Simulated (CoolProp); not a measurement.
Vapour-liquid equilibrium of CF4 (R14) (1) + R13 (2) at -105.25 °C; x and y are mole fractions of (1).

Values from CoolProp's multi-fluid Helmholtz-energy mixture model, Platzer 1990 and Platzer 1990; pair parameters Bell 2016. This equation is an older, rougher fit; its heat capacities, sound speeds and derivatives of the liquid may be far off and weren't checked against measurements.

### Question
Give the bubble pressure and the first vapour's composition at x = 0.5, 0.8, 0.95. Is there an azeotrope?

### Answer
x = 0.5: 0.2295 MPa, y = 0.937; x = 0.8: 0.3248 MPa, y = 0.977; x = 0.95: 0.3772 MPa, y = 0.994. No azeotrope shows between x = 0.05 and 0.95.

The pair parameters rest on a limited set of measurements; away from them the model extrapolates.
